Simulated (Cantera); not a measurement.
## FeS₂ + H₂ + N₂ (hydrogen reduction and annealing atmospheres)

Charge: 1 mol FeS₂, 2300 mol H₂, 0.53 mol N₂, held at 1150 K and 0.110 bar.

Method: chemical equilibrium by Gibbs-energy minimisation in Cantera with the NASA 1993 tables (ideal gas, pure condensed phases). Candidate condensed phases: Fe, FeS, FeS₂, S; 16 gas species. Rates play no part.

```json
{
  "x(H₂)": "0.999",
  "x(H₂S)": "0.000869",
  "x(N₂)": "0.000230",
  "n(Fe(α))": "1.00 mol",
  "gas_amount": "2301 mol",
  "log10 activity of S(l) (absent)": "-5.29"
}
```
